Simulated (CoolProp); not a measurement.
Vapour-liquid equilibrium of n-pentane (1) + cyclohexane (2) at 1.05 bar; x and y are mole fractions of (1).

Computed with CoolProp (multi-fluid Helmholtz-energy mixture model, Thol 2019 and Zhou 2014; pair parameters Bell 2016).

```
x      bubble temperature (K)  y at the bubble point  dew temperature at overall composition x (K)  liquid density (mol/L)
-----  ----------------------  ---------------------  --------------------------------------------  ----------------------
0.05                    350.2                  0.175                                         353.7                   8.560
0.125                   344.0                  0.369                                         351.6                   8.585
0.2                     338.8                  0.507                                         349.4                   8.599
0.275                   334.4                  0.610                                         347.1                   8.603
0.35                    330.7                  0.689                                         344.6                   8.601
0.425                   327.4                  0.752                                         342.0                   8.594
0.5                     324.5                  0.803                                         339.1                   8.582
0.575                   321.8                  0.846                                         336.0                   8.567
0.65                    319.4                  0.882                                         332.6                   8.549
0.725                   317.2                  0.913                                         328.9                   8.529
0.8                     315.2                  0.940                                         324.7                   8.507
0.875                   313.2                  0.965                                         319.9                   8.483
0.95                    311.4                  0.987                                         314.4                   8.457
```

No azeotrope shows between x = 0.05 and 0.95.

Pair parameters are fitted to limited data, so mixtures are less certain than the pure fluids.
